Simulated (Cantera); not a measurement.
Input (Python, Cantera) and output of one run.

```python
import numpy as np
import cantera as ct

gas_names = """
    H H2 N NH NH2 NH3 N2 N2H2 N2H4 V VN
""".split()
cond_names = """
    V(cr) V(L) VN(s)
""".split()


def load(file, names, dense=False):
    # The tables refer to 1 bar. Condensed volumes are neglected.
    table = {s.name: s for s in ct.Species.list_from_file(file)}
    out = []
    for n in names:
        d = dict(table[n].input_data)
        d["thermo"] = dict(d["thermo"], **{"reference-pressure": 1e5})
        if dense:
            d["equation-of-state"] = {"model": "constant-volume", "density": "1e6 g/cm^3"}
        out.append(ct.Species.from_dict(d))
    return out


gas = ct.Solution(thermo="ideal-gas", species=load("nasa_gas.yaml", gas_names))
cond = {s.name: ct.Solution(thermo="fixed-stoichiometry", species=[s], name=s.name)
        for s in load("nasa_condensed.yaml", cond_names, dense=True)}
atoms = {
    'V': {'V': 1},
    'NH3': {'N': 1, 'H': 3},
    'H2': {'H': 2},
}
top_T = {'VN(s)': 2300}  # K; cautious upper limits of use, not melting points


def equilibrate(T, P, feed):
    n = {}
    for name, mol in feed.items():
        for a, k in atoms[name].items():
            n[a] = n.get(a, 0.0) + k * mol
    gas.TPX = T, P, n
    mass = sum(n.values()) * gas.mean_molecular_weight
    gas.equilibrate("TP")
    valid = [c for c in cond.values() if c.min_temp <= T <= top_T.get(c.name, c.max_temp)]
    mix = ct.Mixture([(gas, mass / gas.mean_molecular_weight)] + [(c, 0.0) for c in valid])
    mix.T, mix.P = T, P
    mix.equilibrate("TP", solver="vcs", rtol=1e-11, max_steps=5000)
    return mix


results = []
feed = {'V': 1, 'NH3': 2.1, 'H2': 75}  # mol
P = 0.19  # Pa
for T in [1173, 1273, 1373, 1473, 1573, 1673, 1773, 1873, 1973, 2073, 2173, 2273, 2373]:
    mix = equilibrate(T, P, feed)
    results.append((T, P, feed, dict(zip(mix.species_names, mix.species_moles))))
    x = sorted(zip(gas.X, gas.species_names), reverse=True)
    print(f"T = {T:g} K  P = {P:g} Pa  gas = {mix.phase_moles(0):.4g} mol")
    print("   x: " + "  ".join(f"{s} {v:.3e}" for v, s in x if v > 0.0001))
    print("   condensed (mol): " + ("  ".join(f"{mix.phase(i).name} {mix.phase_moles(i):.4g}"
          for i in range(1, mix.n_phases) if mix.phase_moles(i) > 1e-12) or "none"))
```

Result:

```
T = 1173 K  P = 0.19 Pa  gas = 78.7 mol
   x: H2 9.929e-01  N2 6.988e-03
   condensed (mol): VN(s) 1
T = 1273 K  P = 0.19 Pa  gas = 78.72 mol
   x: H2 9.925e-01  N2 6.987e-03  H 5.154e-04
   condensed (mol): VN(s) 1
T = 1373 K  P = 0.19 Pa  gas = 79.09 mol
   x: H2 9.869e-01  N2 1.070e-02  H 2.400e-03
   condensed (mol): V(cr) 0.5919  VN(s) 0.4081
T = 1473 K  P = 0.19 Pa  gas = 79.56 mol
   x: H2 9.777e-01  N2 1.320e-02  H 9.075e-03
   condensed (mol): V(cr) 0.9982
T = 1573 K  P = 0.19 Pa  gas = 80.39 mol
   x: H2 9.578e-01  H 2.887e-02  N2 1.306e-02  V 3.111e-04
   condensed (mol): V(cr) 0.975
T = 1673 K  P = 0.19 Pa  gas = 82.71 mol
   x: H2 9.055e-01  H 7.862e-02  N2 1.269e-02  V 3.177e-03
   condensed (mol): V(cr) 0.7372
T = 1773 K  P = 0.19 Pa  gas = 88.32 mol
   x: H2 7.930e-01  H 1.838e-01  N2 1.189e-02  V 1.132e-02
   condensed (mol): none
T = 1873 K  P = 0.19 Pa  gas = 98.19 mol
   x: H2 6.126e-01  H 3.665e-01  N2 1.069e-02  V 1.018e-02
   condensed (mol): none
T = 1973 K  P = 0.19 Pa  gas = 114.8 mol
   x: H 6.029e-01  H2 3.793e-01  N2 9.146e-03  V 8.710e-03
   condensed (mol): none
T = 2073 K  P = 0.19 Pa  gas = 134.4 mol
   x: H 8.062e-01  H2 1.785e-01  N2 7.815e-03  V 7.443e-03
   condensed (mol): none
T = 2173 K  P = 0.19 Pa  gas = 148.2 mol
   x: H 9.175e-01  H2 6.868e-02  N2 7.086e-03  V 6.749e-03
   condensed (mol): none
T = 2273 K  P = 0.19 Pa  gas = 154.5 mol
   x: H 9.618e-01  H2 2.491e-02  N2 6.795e-03  V 6.472e-03
   condensed (mol): none
T = 2373 K  P = 0.19 Pa  gas = 156.9 mol
   x: H 9.776e-01  H2 9.310e-03  N2 6.690e-03  V 6.374e-03
   condensed (mol): none
```

Cantera equilibrium calculation (NASA polynomials, part measured and part estimated; ideal gas, pure solids and liquids). Mutual solubility and eutectic melting of coexisting phases are not modelled. VN: taken at fixed stoichiometry. Condensed phases not in the tables: V2N, N, O or C dissolved in the metal.
